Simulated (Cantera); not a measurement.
# Diamond growth

A diamond (100) surface in a fixed gas of H2 with x(CH4) = 0.02, x(CH3) = 8.3e-05, at 1050 K, 39.0 Torr; coverages are run to steady state.

Cantera simulation using the Harris–Goodwin 1993 mechanism for the reconstructed diamond (100) surface; the numbers are that mechanism's predictions, not measurements.

```tsv
x(H)	growth (µm/h)	θ c6HH	θ c6H*	θ c6*H	θ c6**	θ c6HM
0.0001	0.294	0.580	0.0192	0.343	0.00488	0.0354
0.00025	0.694	0.550	0.0207	0.371	0.00805	0.0346
0.00061	1.30	0.542	0.0216	0.386	0.0106	0.0271
0.0015	1.93	0.544	0.0222	0.398	0.0122	0.0167
0.0038	2.41	0.548	0.0226	0.405	0.0131	0.00824
0.0093	2.65	0.550	0.0229	0.408	0.0135	0.00372
0.023	2.77	0.551	0.0232	0.410	0.0137	0.00157
0.057	2.83	0.552	0.0236	0.410	0.0139	0.000647
0.14	2.87	0.552	0.0245	0.409	0.0140	0.000267
```
θ: site fractions in the mechanism's names (c6HH fully hydrogenated, c6H* and c6*H radical sites, c6** diradical, c6HM methylated).
